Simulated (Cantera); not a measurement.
## Ammonia decomposition in nitride growth gas

An isothermal, constant-pressure homogeneous reactor starts with NH₃ : N₂ = 1 : 24 (molar parts), at 1725 K and 26.3 Torr.

Cantera simulation using the gas-phase N/H chemistry of the illustrative SiF4/NH3 mechanism in the Surface Chemkin manual (1991); the numbers are that mechanism's predictions, not measurements. Walls and surfaces, which speed up NH3 decomposition in real reactors, are not modelled.

| t (s) | x NH₃ | x H₂ | x N | x NH | x N₂H₄ |
|---|---|---|---|---|---|
| 0.000100 | 0.0400 | 2.39e-8 | <1e-12 | <1e-12 | <1e-12 |
| 0.000359 | 0.0400 | 1.37e-7 | <1e-12 | 8.03e-12 | <1e-12 |
| 0.00129 | 0.0400 | 5.61e-7 | <1e-12 | 1.40e-10 | <1e-12 |
| 0.00464 | 0.0400 | 2.09e-6 | 2.25e-12 | 2.67e-9 | 3.83e-12 |
| 0.0167 | 0.0400 | 8.13e-6 | 8.46e-11 | 4.26e-8 | 4.97e-11 |
| 0.0599 | 0.0399 | 5.89e-5 | 8.96e-10 | 2.81e-7 | 6.23e-10 |
| 0.215 | 0.0391 | 0.00112 | 2.31e-8 | 1.17e-6 | 2.84e-9 |
| 0.774 | 0.0357 | 0.00613 | 1.16e-7 | 1.63e-6 | 1.38e-9 |
| 2.78 | 0.0278 | 0.0175 | 1.96e-7 | 1.51e-6 | 5.89e-10 |
| 10.0 | 0.0143 | 0.0371 | 2.01e-7 | 1.07e-6 | 1.72e-10 |
x: mole fraction; the columns are a selection and need not sum to one.

Equilibrium at this temperature and pressure: NH₃ 1.60e-8, H₂ 0.0576, N 4.70e-11, NH 3.98e-11, N₂H₄ <1e-12 (gas phase only).
